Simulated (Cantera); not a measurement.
A perfectly stirred reactor is fed with NH3 : H2 = 1 : 0.58 (molar parts), at 113 Torr; it is held at 2248 K, and followed from long to short residence time.

Model: the gas-phase N/H chemistry of the illustrative SiF4/NH3 mechanism in the Surface Chemkin manual (1991), integrated in Cantera. Walls and surfaces, which speed up NH3 decomposition in real reactors, are not modelled.

Task: What does this change do: NH3 1 to 9.6 parts?

Result: 
```csv
quantity,before,after
x(NH3) at τ = 8.60 s,0.000336,0.000382
x(H2) at τ = 8.60 s,0.792,0.744
x(N2H4) at τ = 8.60 s,4.84e-12,6.15e-12
x(N2H2) at τ = 8.60 s,4.55e-9,5.86e-9
x(NH2) at τ = 8.60 s,2.05e-5,2.31e-5
x(NH3) at τ = 44.0 ms,0.175,0.228
x(H2) at τ = 44.0 ms,0.683,0.586
x(N2H4) at τ = 44.0 ms,1.47e-8,2.14e-8
x(N2H2) at τ = 44.0 ms,2.63e-6,3.63e-6
x(NH2) at τ = 44.0 ms,0.00112,0.00135
```

Task: What does this change do: pressure from 113 Torr to 54.8 Torr?

Result: 
```csv
quantity,before,after
x(NH3) at τ = 8.60 s,0.000336,0.000316
x(H2) at τ = 8.60 s,0.792,0.789
x(N2H4) at τ = 8.60 s,4.84e-12,3.24e-12
x(N2H2) at τ = 8.60 s,4.55e-9,7.15e-9
x(NH2) at τ = 8.60 s,2.05e-5,2.40e-5
x(NH3) at τ = 44.0 ms,0.175,0.270
x(H2) at τ = 44.0 ms,0.683,0.617
x(N2H4) at τ = 44.0 ms,1.47e-8,1.34e-8
x(N2H2) at τ = 44.0 ms,2.63e-6,4.61e-6
x(NH2) at τ = 44.0 ms,0.00112,0.00154
```
